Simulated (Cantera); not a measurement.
Cantera with NASA thermochemical tables; ideal gases at 1 bar, condensed phases pure. Values are per mole of reaction as written; species without (g) are pure solids or liquids, kept so even where they would boil at 1 bar.

a) Si + Cl2(g) → SiCl2(g)
b) 2 Cu + Cl2(g) → 0.6667 Cu3Cl3(g)
c) Sr + Cl2(g) → SrCl2
d) Mg + Cl2(g) → MgCl2(g)

Problem. Order these by ΔG° at 825 K, most negative first.

Solution. c (-699 kJ), d (-409 kJ), a (-200 kJ), b (-170 kJ)
